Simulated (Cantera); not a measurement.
## Premixed flame

A freely propagating, adiabatic, planar premixed flame of H₂ : O₂ : N₂ : H₂O = 1 : 0.588 : 2.21 : 0.68 (molar parts), unburnt at 425 K and 0.350 bar; multicomponent+Soret transport, grid criteria slope 0.08 and curve 0.16, no radiation.

Computed with Cantera and the H2/O2 subset of GRI-Mech 3.0, which has no nitrogen chemistry. Burning velocities carry a grid error of a few per cent, more on coarse grids.

```json
[
 {"z (mm)": "-4.02", "T (K)": "425", "u (m/s)": "2.07", "x H₂": "0.223", "x O₂": "0.131", "x H₂O": "0.152", "x OH": "<1e-8", "x H": "<1e-8", "x O": "<1e-8"},
 {"z (mm)": "-2.68", "T (K)": "425", "u (m/s)": "2.07", "x H₂": "0.223", "x O₂": "0.131", "x H₂O": "0.152", "x OH": "<1e-8", "x H": "<1e-8", "x O": "<1e-8"},
 {"z (mm)": "-2.01", "T (K)": "425", "u (m/s)": "2.07", "x H₂": "0.223", "x O₂": "0.131", "x H₂O": "0.152", "x OH": "<1e-8", "x H": "<1e-8", "x O": "<1e-8"},
 {"z (mm)": "-1.34", "T (K)": "425", "u (m/s)": "2.06", "x H₂": "0.220", "x O₂": "0.132", "x H₂O": "0.152", "x OH": "<1e-8", "x H": "<1e-8", "x O": "1.41e-8"},
 {"z (mm)": "-0.669", "T (K)": "446", "u (m/s)": "2.11", "x H₂": "0.197", "x O₂": "0.135", "x H₂O": "0.158", "x OH": "8.71e-6", "x H": "5.88e-6", "x O": "1.67e-6"},
 {"z (mm)": "-0.335", "T (K)": "662", "u (m/s)": "3.03", "x H₂": "0.159", "x O₂": "0.131", "x H₂O": "0.182", "x OH": "0.000547", "x H": "0.00138", "x O": "0.000103"},
 {"z (mm)": "0", "T (K)": "1037", "u (m/s)": "4.67", "x H₂": "0.104", "x O₂": "0.103", "x H₂O": "0.245", "x OH": "0.00139", "x H": "0.0116", "x O": "0.00180"},
 {"z (mm)": "0.335", "T (K)": "1303", "u (m/s)": "5.84", "x H₂": "0.0514", "x O₂": "0.0642", "x H₂O": "0.316", "x OH": "0.00455", "x H": "0.0227", "x O": "0.00515"},
 {"z (mm)": "0.669", "T (K)": "1445", "u (m/s)": "6.46", "x H₂": "0.0315", "x O₂": "0.0460", "x H₂O": "0.347", "x OH": "0.00745", "x H": "0.0232", "x O": "0.00620"},
 {"z (mm)": "1.34", "T (K)": "1588", "u (m/s)": "7.05", "x H₂": "0.0248", "x O₂": "0.0380", "x H₂O": "0.364", "x OH": "0.00950", "x H": "0.0168", "x O": "0.00550"},
 {"z (mm)": "2.68", "T (K)": "1717", "u (m/s)": "7.57", "x H₂": "0.0202", "x O₂": "0.0337", "x H₂O": "0.377", "x OH": "0.0100", "x H": "0.00992", "x O": "0.00397"},
 {"z (mm)": "5.35", "T (K)": "1822", "u (m/s)": "7.98", "x H₂": "0.0146", "x O₂": "0.0301", "x H₂O": "0.389", "x OH": "0.00934", "x H": "0.00503", "x O": "0.00251"},
 {"z (mm)": "10.7", "T (K)": "1899", "u (m/s)": "8.27", "x H₂": "0.00908", "x O₂": "0.0274", "x H₂O": "0.400", "x OH": "0.00778", "x H": "0.00215", "x O": "0.00140"}
]
```
x: mole fraction of selected species; z is measured from the peak of heat release.

The laminar burning velocity is 207 cm/s and the thermal thickness is 1.34 mm. The peak x(OH) is 0.0100 and the peak x(H) comes out as 0.0240. The peak x(O) is 0.00621 and the grid points is 106.
